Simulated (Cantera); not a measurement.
A Cantera script and what it prints.

```python
import numpy as np
import cantera as ct

gas_names = """
    CL CLO CL2 Fe FeCL FeCL2 FeCL3 FeO Fe(OH)2 Fe2CL4 Fe2CL6 H HCL HOCL HO2 H2 H2O H2O2 O OH O2 O3
""".split()
cond_names = """
    Fe(a) Fe(c) Fe(d) Fe(L) FeCL2(s) FeCL2(L) FeCL3(s) FeCL3(L) FeO(s) FeO(L) Fe(OH)2(s) Fe(OH)3(s)
    Fe2O3(s) Fe3O4(s) H2O(s) H2O(L)
""".split()


# ... load() reads the species with a 1 bar reference pressure and builds the phases ...
atoms = {
    'Fe2O3': {'Fe': 2, 'O': 3},
    'Cl2': {'CL': 2},
    'H2': {'H': 2},
}
top_T = {'Fe2O3(s)': 1830, 'Fe3O4(s)': 1870}  # K; cautious upper limits of use, not melting points


# ... equilibrate(T, P, feed) seeds the gas with the atoms and calls Mixture.equilibrate('TP', solver="gibbs", rtol=1e-10, max_steps=50000) ...
results = []
feed = {'Fe2O3': 1, 'Cl2': 0.022, 'H2': 0.13}  # mol
P = 13332.2  # Pa
for T in [723, 798, 873, 948, 1023, 1098, 1173, 1248, 1323, 1398]:
    mix = equilibrate(T, P, feed)
    results.append((T, P, feed, dict(zip(mix.species_names, mix.species_moles))))

top = {s: max(r[3][s] / sum(r[3][g] for g in gas_names) for r in results) for s in gas_names}
cols = sorted((s for s in top if top[s] > 0.0001), key=lambda s: -top[s])[:5]
seen = [c for c in cond_names if any(r[3].get(c, 0) > 1e-12 for r in results)]
print("log10 of partial pressures in bar; condensed amounts in mol")
print(f"{'T/K':>10s}" + "".join(f"{s[:9]:>10s}" for s in cols + seen))
for T, P, feed, n in results:
    ng = sum(n[g] for g in gas_names)
    print(f"{T:10.4g}" + "".join(f"{np.log10(max(n[s] / ng * P / 1e5, 1e-99)):10.3f}" for s in cols)
          + "".join(f"{n.get(c, 0):10.4g}" for c in seen))
```

Output:

```
log10 of partial pressures in bar; condensed amounts in mol
       T/K       H2O       HCL        O2     FeCL2        CL  Fe2O3(s)  Fe3O4(s)
       723    -1.024    -1.414   -20.212    -6.150   -11.489     0.676     0.216
       798    -1.024    -1.414   -16.908    -5.589   -10.024     0.676     0.216
       873    -1.023    -1.414   -14.165    -5.140    -8.808     0.676     0.216
       948    -1.023    -1.414   -11.867    -4.771    -7.786     0.676     0.216
      1023    -1.023    -1.414    -9.926    -4.462    -6.919     0.676     0.216
      1098    -1.023    -1.415    -8.266    -4.198    -6.173    0.6761    0.2159
      1173    -1.023    -1.416    -6.827    -3.972    -5.526    0.6761    0.2159
      1248    -1.023    -1.418    -5.567    -3.777    -4.957    0.6761    0.2158
      1323    -1.022    -1.420    -4.454    -3.609    -4.455     0.676    0.2159
      1398    -1.023    -1.424    -3.462    -3.466    -4.008    0.6738    0.2173
```

Cantera equilibrium calculation (NASA polynomials, part measured and part estimated; ideal gas, pure solids and liquids). Mutual solubility and eutectic melting of coexisting phases are not modelled. Condensed phases not in the tables: FeOCl.
